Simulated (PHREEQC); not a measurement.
Solution (25 °C): 0.016 mol/kgw HNO3 and 0.0031 mol/kgw K2SO4. Closed to the air; pH follows from the charge balance.

The numbers come from PHREEQC with the ion-association model, phreeqc.dat.

Each row changes one thing in this solution. Precipitation was switched off in this run.

```json
[
 {"case": "as made", "pH": "1.89", "ionic strength (mol/kgw)": "0.0225"},
 {"case": "0.0056 mol/kgw HF added", "pH": "1.88", "ionic strength (mol/kgw)": "0.0227"},
 {"case": "HNO3 left out", "pH": "7.03", "ionic strength (mol/kgw)": "0.00912"},
 {"case": "K2SO4 from 0.0031 to 0.0062 mol/kgw", "pH": "(withheld)", "ionic strength (mol/kgw)": "0.0292"},
 {"case": "0.00018 mol/kgw CO2 added", "pH": "1.89", "ionic strength (mol/kgw)": "0.0225"},
 {"case": "temperature from 25 to 50 °C", "pH": "(withheld)", "ionic strength (mol/kgw)": "(withheld)"},
 {"case": "K2SO4 replaced by KOH at the same molality", "pH": "(withheld)", "ionic strength (mol/kgw)": "0.0160"},
 {"case": "diluted 5-fold with water", "pH": "2.54", "ionic strength (mol/kgw)": "0.00483"}
]
```

**Question.** Fill in the missing entries.

**Answer.** 
- K2SO4 from 0.0031 to 0.0062 mol/kgw, pH: 1.93
- temperature from 25 to 50 °C, pH: 1.90
- temperature from 25 to 50 °C, ionic strength (mol/kgw): 0.0216
- K2SO4 replaced by KOH at the same molality, pH: 1.94

Complexes and solids missing from the database can't appear. At this temperature some constants are extrapolated from 25 °C, and those without enthalpy data are left unchanged.
